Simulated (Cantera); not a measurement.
What does this Cantera script print?

```python
import numpy as np
import cantera as ct

gas_names = """
    H HNO HNO2 HNO3 HO2 H2 H2O H2O2 N NH NH2 NH3 NH2OH NO NO2 NO3 N2 N2H2 N2H4 N2O O OH O2 O3 Si SiH
    SiH2 SiH3 SiH4 SiN SiO SiO2 Si2 Si2N Si3
""".split()
cond_names = """
    H2O(s) H2O(L) Si(cr) Si(L) SiO2(Lqz) SiO2(hqz) SiO2(L) Si2N2O(s) Si3N4(a)
""".split()


# ... load() reads the species with a 1 bar reference pressure and builds the phases ...
atoms = {
    'Si3N4': {'Si': 3, 'N': 4},
    'N2O': {'N': 2, 'O': 1},
    'H2': {'H': 2},
}
top_T = {'Si2N2O(s)': 2100, 'Si3N4(a)': 2400}  # K; cautious upper limits of use, not melting points


# ... equilibrate(T, P, feed) seeds the gas with the atoms and calls Mixture.equilibrate('TP', solver="vcs", rtol=1e-11, max_steps=5000) ...
results = []
feed = {'Si3N4': 1, 'N2O': 0.014, 'H2': 290}  # mol
T = 2175  # K
P = 1100  # Pa
mix = equilibrate(T, P, feed)
results.append((T, P, feed, dict(zip(mix.species_names, mix.species_moles))))
print(gas.report(threshold=0.001))
for i in range(1, mix.n_phases):
    print(f"{mix.phase(i).name:16s} {mix.phase_moles(i):12.5e} mol")
```

Output:

```
       temperature   2175 K
          pressure   1100 Pa
           density   0.00014628 kg/m^3
  mean mol. weight   2.4048 kg/kmol
   phase of matter   gas

                          1 kg             1 kmol
                     ---------------   ---------------
          enthalpy        3.0015e+07        7.2181e+07  J
   internal energy        2.2495e+07        5.4097e+07  J
           entropy             95747        2.3026e+05  J/K
    Gibbs function       -1.7824e+08       -4.2862e+08  J
 heat capacity c_p             14151             34032  J/K
 heat capacity c_v             10694             25717  J/K

                      mass frac. Y      mole frac. X     chem. pot. / RT
                     ---------------   ---------------   ---------------
                 H          0.018899          0.045088           -12.162
                H2           0.78665           0.93836           -24.324
                N2          0.077649         0.0066657           -36.748
                Si           0.10789         0.0092386           -7.4005
     [  +31 minor]          0.008913        0.00064298

Si(L)             0.00000e+00 mol
SiO2(L)           0.00000e+00 mol
Si3N4(a)          0.00000e+00 mol
```

These are equilibrium values from Cantera (NASA tables, ideal gas, pure condensed phases), not measurements of a reactor. The tables' values for SiN are old estimates; treat these amounts as uncertain. Gases not in the tables: Si2H6 and higher silanes.
